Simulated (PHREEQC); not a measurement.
A solution holds 0.0029 mol Na2SeO3, 0.00058 mol NH3 and 3.7e-05 mol NaCl per kg of water, at 5 °C. Closed to the air; pH follows from the charge balance.

The numbers come from PHREEQC with the ion-association model, wateq4f.dat.

```yaml
pH: 10.70
ionic_strength: 0.00881 mol/kgw
total_alkalinity: 0.580 meq/kg
```

```csv
species,molality,activity,log γ
Na+,0.00584,0.00532,-0.041
SeO3-2,0.00289,0.00198,-0.164
NH3,0.000493,0.000493,0.000
OH-,0.000101,9.19e-5,-0.042
NH4+,8.74e-5,7.95e-5,-0.041
Cl-,3.70e-5,3.36e-5,-0.042
HSeO3-,1.38e-5,1.26e-5,-0.041
```

No solid was allowed to form. Complexes and solids missing from the database can't appear. Away from 25 °C the constants follow the database's enthalpies or fits; those with neither stay at their 25 °C values.
